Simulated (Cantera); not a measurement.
Input: 1 mol SiF4, 3.4 mol H2O, 2.3 mol H2, held at 1330 Pa.

Cantera equilibrium calculation (NASA polynomials, part measured and part estimated; ideal gas, pure solids and liquids). Candidate condensed phases: H2O, Si, SiO2; 38 gas species. The tables hold silica as quartz up to 1696 K and as liquid above; real silica turns to tridymite and cristobalite and melts near 1996 K. Equilibrium is a limit: real reactors are often held back by kinetics, nucleation or transport.

Question: Which condensed phases are stable at each of these points (T (°C)): 475, 675, 875, 1075, 1275, 1475, 1675?

Answer: 
```
T (°C)  condensed phases  Si condensed (%)
------  ----------------  ----------------
475       SiO2(α-quartz)              39.7
675       SiO2(β-quartz)              71.4
875       SiO2(β-quartz)              90.1
1075      SiO2(β-quartz)              97.1
1275      SiO2(β-quartz)              99.1
1475     SiO2(condensed)              99.5
1675     SiO2(condensed)              96.9
```

At 475 °C the condensed part is SiO2(α-quartz). From 675 °C to 1275 °C the condensed part is SiO2(β-quartz). From 1475 °C to 1675 °C the condensed part is SiO2(condensed).
